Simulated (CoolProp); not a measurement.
Properties of dodecamethylpentasiloxane (MD3M) along the isobar 2070 kPa (Tc = 354.9 °C, pc = 954.0 kPa, ω = 0.730).

The numbers come from the reference Helmholtz-energy equation of state, Thol 2019 in CoolProp.

```tsv
T (°C)	phase	Z	cp (kJ/(kg K))	isothermal compressibility (1/MPa)	expansivity (1/kK)	fugacity coefficient
276.65	liquid	0.2853	2.240	0.01708	2.144	0.1364
284.45	liquid	…	2.258	0.01923	2.249	…
292.25	liquid	0.2874	2.276	0.02177	2.367	0.1723
300.05	liquid	0.2889	…	0.02481	2.502	0.1920
307.85	liquid	0.2908	2.314	0.02849	2.657	0.2128
315.65	liquid	0.2932	…	0.03300	2.836	0.2347
323.45	liquid	0.2961	2.355	0.03857	3.045	0.2576
331.25	liquid	0.2995	…	0.04557	3.291	0.2813
339.05	liquid	0.3037	2.402	0.05449	3.583	0.3059
346.85	liquid	0.3088	…	0.06601	3.932	…
```

### Question
What belongs in the gaps?

### Answer

- 284.45, Z: 0.2862
- 284.45, fugacity coefficient: 0.1538
- 300.05, cp (kJ/(kg K)): 2.294
- 315.65, cp (kJ/(kg K)): 2.334
- 331.25, cp (kJ/(kg K)): 2.378
- 346.85, cp (kJ/(kg K)): 2.428
- 346.85, fugacity coefficient: 0.3311
